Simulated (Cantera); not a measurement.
**Zr + H2O + H2 (tantalum, niobium, vanadium and zirconium in process gases)**

Input: 1 mol Zr, 0.038 mol H2O, 2.3 mol H2, at 0.910 bar.

Cantera equilibrium calculation (NASA polynomials, part measured and part estimated; ideal gas, pure solids and liquids). Candidate condensed phases: H2O, Zr, ZrO2; 12 gas species. Mutual solubility and eutectic melting of coexisting phases are not modelled. Condensed phases not in the tables: N, O or C dissolved in the metal. Kinetics and transport are ignored.

```csv
T (°C),log p H2,log p H,log p ZrO,log p H2O,log p Zr,n Zr(β),n ZrO2(tetragonal),n Zr(l)
1527,-0.04,-3.47,-9.07,-6.85,-10.36,0.981,0.0190,0
1627,-0.04,-3.12,-8.13,-6.41,-9.44,0.981,0.0190,0
1727,-0.04,-2.81,-7.29,-6.01,-8.61,0.981,0.0190,0
1827,-0.04,-2.53,-6.52,-5.65,-7.86,0.981,0.0190,0
1927,-0.04,-2.27,-5.84,-5.32,-7.20,0,0.0190,0.981
2027,-0.05,-2.04,-5.22,-5.01,-6.60,0,0.0190,0.981
2127,-0.05,-1.82,-4.66,-4.73,-6.06,0,0.0189,0.981
```
log p: log10 of the partial pressure in bar; n: condensed amount in mol.

From 1527 °C to 1827 °C the condensed part is Zr(β) + ZrO2(tetragonal). From 1927 °C to 2127 °C the condensed part is Zr(l) + ZrO2(tetragonal).
